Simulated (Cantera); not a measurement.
An adiabatic, constant-pressure homogeneous reactor starts with H₂ : O₂ : N₂ : H₂O = 1 : 1.61 : 5.32 : 1.2 (molar parts), equivalence ratio 0.31, at 1800 K and 100000 Pa.

Cantera simulation using GRI-Mech 3.0 (53 species, 325 reactions); the numbers are that mechanism's predictions, not measurements.

**Question.** Predict: time of steepest temperature rise; temperature at 0.100 s; equilibrium temperature; x(H₂) at 0.100 s; x(O₂) at 0.100 s; x(H₂O) at 0.100 s; x(H) at 0.100 s; x(NO) at 0.100 s; x(O) at 0.100 s; x(N₂O) at 0.100 s.

**Answer.** 
```json
{
 "time_of_steepest_temperature_rise": "8.58 µs",
 "temperature at 0.100 s": "2394 K",
 "equilibrium_temperature": "2393 K",
 "x(H₂) at 0.100 s": "0.00248 (gas-phase equilibrium 0.00247)",
 "x(O₂) at 0.100 s": "0.118 (gas-phase equilibrium 0.118)",
 "x(H₂O) at 0.100 s": "0.243 (gas-phase equilibrium 0.243)",
 "x(H) at 0.100 s": "0.000774 (gas-phase equilibrium 0.000771)",
 "x(NO) at 0.100 s": "0.0121 (gas-phase equilibrium 0.0125)",
 "x(O) at 0.100 s": "0.00290 (gas-phase equilibrium 0.00289)",
 "x(N₂O) at 0.100 s": "6.04e-7 (gas-phase equilibrium 6.07e-7)"
}
```
